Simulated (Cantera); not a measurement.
An isothermal, constant-pressure homogeneous reactor starts with CH₄ : CO₂ : H₂ = 1 : 1.7 : 1.9 (molar parts), at 1598 K and 1.60 bar.

Detailed kinetics in Cantera: GRI-Mech 3.0 (53 species, 325 reactions).

Question: Predict: x(CH₄) at 20.0 s; x(CO₂) at 20.0 s; x(H₂) at 20.0 s; x(CO) at 20.0 s; x(CH₂O) at 20.0 s; x(C₂H₆) at 20.0 s.

Answer: 
```
Quantity                                            Result
-----------------  ---------------------------------------
x(CH₄) at 20.0 s   0.00822 (gas-phase equilibrium 2.17e-6)
x(CO₂) at 20.0 s     0.0249 (gas-phase equilibrium 0.0216)
x(H₂) at 20.0 s        0.489 (gas-phase equilibrium 0.506)
x(CO) at 20.0 s        0.380 (gas-phase equilibrium 0.388)
x(CH₂O) at 20.0 s  1.50e-7 (gas-phase equilibrium 1.35e-7)
x(C₂H₆) at 20.0 s   6.15e-7 (gas-phase equilibrium <1e-12)
```
